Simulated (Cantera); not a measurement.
Charge: 1 mol SiHCl3, 0.19 mol NH3, 20 mol N2, equilibrated at 500 °C and 0.0200 bar.

These are equilibrium values from Cantera (NASA tables, ideal gas, pure condensed phases), not measurements of a reactor. The numbers say what is thermodynamically allowed, not how fast it happens.

| species | before | after |
|---|---|---|
| N2 | 0.916 | 0.665 |
| H2 | 0.0102 | 0.247 |
| HCl | 0.0525 | 0.0875 |
| SiCl4 | 0.0217 | 0.000351 |
| Si3N4(s), mol | 0.178 | 0.329 |
Gas species are given as mole fractions.

**Question.** What was changed between the two runs?
A) temperature from 500 °C to 1277 °C
B) NH3 from 0.19 to 6.2 mol
C) temperature from 500 °C to 1002 °C
D) NH3 from 0.19 to 2.8 mol

**Answer.** B, NH3 from 0.19 to 6.2 mol
